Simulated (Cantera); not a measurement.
An adiabatic, constant-volume homogeneous reactor starts with CH₄ : O₂ : N₂ = 1 : 3.85 : 14.5 (molar parts), at 1673 K and 555 Torr. Integrator tolerance rtol = 1e-08.

Cantera simulation using GRI-Mech 3.0 (53 species, 325 reactions); the numbers are that mechanism's predictions, not measurements.

What does this change do: pressure from 555 Torr to 7500 Torr?


```tsv
quantity	before	after
time of steepest temperature rise	0.304 ms	34.1 µs
temperature at 2.00 s	2663 K	2788 K
equilibrium temperature	2663 K	2788 K
x(CH₄) at 2.00 s	<1e-12 (gas-phase equilibrium <1e-12)	<1e-12 (gas-phase equilibrium <1e-12)
x(O₂) at 2.00 s	0.0842 (gas-phase equilibrium 0.0842)	0.0826 (gas-phase equilibrium 0.0826)
x(C₂H₆) at 2.00 s	<1e-12 (gas-phase equilibrium <1e-12)	<1e-12 (gas-phase equilibrium <1e-12)
x(CH₂CO) at 2.00 s	<1e-12 (gas-phase equilibrium <1e-12)	<1e-12 (gas-phase equilibrium <1e-12)
x(O) at 2.00 s	0.00821 (gas-phase equilibrium 0.00821)	0.00365 (gas-phase equilibrium 0.00365)
x(CH₃) at 2.00 s	<1e-12 (gas-phase equilibrium <1e-12)	<1e-12 (gas-phase equilibrium <1e-12)
x(N₂O) at 2.00 s	1.08e-6 (gas-phase equilibrium 1.08e-6)	4.85e-6 (gas-phase equilibrium 4.85e-6)
```

What does this change do: pressure from 555 Torr to 15800 Torr?


```tsv
quantity	before	after
time of steepest temperature rise	0.304 ms	18.8 µs
temperature at 2.00 s	2663 K	2814 K
equilibrium temperature	2663 K	2814 K
x(CH₄) at 2.00 s	<1e-12 (gas-phase equilibrium <1e-12)	<1e-12 (gas-phase equilibrium <1e-12)
x(O₂) at 2.00 s	0.0842 (gas-phase equilibrium 0.0842)	0.0823 (gas-phase equilibrium 0.0823)
x(C₂H₆) at 2.00 s	<1e-12 (gas-phase equilibrium <1e-12)	<1e-12 (gas-phase equilibrium <1e-12)
x(CH₂CO) at 2.00 s	<1e-12 (gas-phase equilibrium <1e-12)	<1e-12 (gas-phase equilibrium <1e-12)
x(O) at 2.00 s	0.00821 (gas-phase equilibrium 0.00821)	0.00278 (gas-phase equilibrium 0.00278)
x(CH₃) at 2.00 s	<1e-12 (gas-phase equilibrium <1e-12)	<1e-12 (gas-phase equilibrium <1e-12)
x(N₂O) at 2.00 s	1.08e-6 (gas-phase equilibrium 1.08e-6)	7.33e-6 (gas-phase equilibrium 7.33e-6)
```
The pressure lies above the range GRI-Mech 3.0 was tuned for (to about 10 atm).
